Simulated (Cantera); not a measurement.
Cantera run:

```python
import numpy as np
import cantera as ct

gas_names = """
    H HNO HNO2 HNO3 HO2 H2 H2O H2O2 N NH NH2 NH3 NH2OH NO NO2 NO3 N2 N2H2 N2H4 N2O O OH O2 O3 Si SiH
    SiH2 SiH3 SiH4 SiN SiO SiO2 Si2 Si2N Si3
""".split()
cond_names = """
    H2O(s) H2O(L) Si(cr) Si(L) SiO2(Lqz) SiO2(hqz) SiO2(L) Si2N2O(s) Si3N4(a)
""".split()


# ... load() reads the species with a 1 bar reference pressure and builds the phases ...
atoms = {
    'SiH4': {'Si': 1, 'H': 4},
    'N2O': {'N': 2, 'O': 1},
    'N2': {'N': 2},
}
top_T = {'Si2N2O(s)': 2100, 'Si3N4(a)': 2400}  # K; cautious upper limits of use, not melting points


# ... equilibrate(T, P, feed) seeds the gas with the atoms and calls Mixture.equilibrate('TP', solver="vcs", rtol=1e-11, max_steps=5000) ...
results = []
feed = {'SiH4': 1, 'N2O': 40, 'N2': 68}  # mol
P = 370  # Pa
for T in [1298, 1373, 1448, 1523, 1598, 1673, 1748]:
    mix = equilibrate(T, P, feed)
    results.append((T, P, feed, dict(zip(mix.species_names, mix.species_moles))))

top = {s: max(r[3][s] / sum(r[3][g] for g in gas_names) for r in results) for s in gas_names}
cols = sorted((s for s in top if top[s] > 0.001), key=lambda s: -top[s])[:5]
seen = [c for c in cond_names if any(r[3].get(c, 0) > 1e-12 for r in results)]
print("log10 of partial pressures in bar; condensed amounts in mol")
print(f"{'T/K':>10s}" + "".join(f"{s[:9]:>10s}" for s in cols + seen))
for T, P, feed, n in results:
    ng = sum(n[g] for g in gas_names)
    print(f"{T:10.4g}" + "".join(f"{np.log10(max(n[s] / ng * P / 1e5, 1e-99)):10.3f}" for s in cols)
          + "".join(f"{n.get(c, 0):10.4g}" for c in seen))
```

Result:

```
log10 of partial pressures in bar; condensed amounts in mol
       T/K        N2        O2       H2O        NO SiO2(hqz)   SiO2(L)
      1298    -2.506    -3.284    -4.238    -5.912         1         0
      1373    -2.506    -3.285    -4.238    -5.712         1         0
      1448    -2.506    -3.285    -4.239    -5.532         1         0
      1523    -2.506    -3.286    -4.240    -5.369         1         0
      1598    -2.506    -3.287    -4.242    -5.223         1         0
      1673    -2.506    -3.288    -4.245    -5.089         1         0
      1748    -2.507    -3.290    -4.249    -4.968         0    0.9999
```

These are equilibrium values from Cantera (NASA tables, ideal gas, pure condensed phases), not measurements of a reactor. The tables hold silica as quartz up to 1696 K and as liquid above; real silica turns to tridymite and cristobalite and melts near 1996 K.
